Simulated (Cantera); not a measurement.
## Low-pressure radical oxidation in H2/O2

A perfectly stirred reactor is fed with H₂ : O₂ = 0.024 : 1 (molar parts), equivalence ratio 0.012, at 0.0200 bar; it is held at 1325 K, and followed from long to short residence time.

Cantera simulation using the H2/O2 subset of GRI-Mech 3.0, which has no nitrogen chemistry; the numbers are that mechanism's predictions, not measurements. Radical loss at walls, strong at low pressure, is not modelled.

| τ (s) | x H₂ | x O₂ | x O | x HO₂ | x H₂O₂ |
|---|---|---|---|---|---|
| 14 | 1.10e-5 | 0.976 | 0.000459 | 2.30e-7 | 1.20e-8 |
| 4.4 | 2.23e-5 | 0.975 | 0.000979 | 3.87e-7 | 1.78e-8 |
| 1.4 | 4.43e-5 | 0.974 | 0.00203 | 6.13e-7 | 2.49e-8 |
| 0.42 | 8.90e-5 | 0.971 | 0.00415 | 9.25e-7 | 3.32e-8 |
| 0.13 | 0.000171 | 0.968 | 0.00761 | 1.27e-6 | 4.11e-8 |
| 0.041 | 0.000321 | 0.963 | 0.0118 | 1.58e-6 | 4.83e-8 |
| 0.013 | 0.000639 | 0.959 | 0.0150 | 1.84e-6 | 5.70e-8 |
| 0.0039 | 0.00152 | 0.958 | 0.0158 | 2.10e-6 | 7.39e-8 |
| 0.0012 | 0.00392 | 0.960 | 0.0138 | 2.31e-6 | 1.00e-7 |
| 0.00037 | 0.0101 | 0.965 | 0.00864 | 2.25e-6 | 1.05e-7 |
x: mole fraction; the columns are a selection and need not sum to one.
